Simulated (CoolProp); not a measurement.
Vapour-liquid equilibrium of R22 (1) + n-pentane (2) at 230 K; x and y are mole fractions of (1).

Computed with CoolProp (multi-fluid Helmholtz-energy mixture model, Kamei 1995 and Thol 2019; pair parameters Bell 2016).

| x | bubble pressure (bar) | y at the bubble point | dew pressure at overall composition x (bar) | liquid density (mol/L) |
|---|---|---|---|---|
| 0.05 | 0.1386 | 0.847 | 0.02317 | 9.713 |
| 0.2 | 0.4132 | 0.955 | 0.02748 | 10.40 |
| 0.35 | 0.5782 | 0.971 | 0.03376 | 11.17 |
| 0.5 | 0.6682 | 0.977 | 0.04374 | 12.05 |
| 0.65 | 0.7252 | 0.981 | 0.06211 | 13.08 |
| 0.8 | 0.7831 | 0.986 | 0.1070 | 14.31 |
| 0.95 | 0.8683 | 0.995 | 0.3810 | 15.80 |

No azeotrope shows between x = 0.05 and 0.95.

The pair parameters rest on a limited set of measurements; away from them the model extrapolates. With so large a gap from Raoult's law the liquid may split in two, which this calculation doesn't test in full.
